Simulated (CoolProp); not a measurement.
Computed with CoolProp (reference Helmholtz-energy equation of state, Platzer 1990). This equation is an older, rougher fit; its heat capacities, sound speeds and derivatives of the liquid may be far off and weren't checked against measurements.

Problem. Give the vapour pressure (kPa), surface tension (mN/m), liquid viscosity (µPa s) of saturated c-C4F8 (RC318) at 291.4, 305.9, 320.5 K.

Solution. 
```tsv
T (K)	p (kPa)	surface tension (mN/m)	liquid viscosity (µPa s)
291.4	250	8.95	400
305.9	397	7.31	324
320.5	604	5.73	262
```

Viscosity comes from a separate model (Huber 2003), an estimate that may be off by 10 % or more. Surface tension comes from a separate correlation (Mulero 2012).
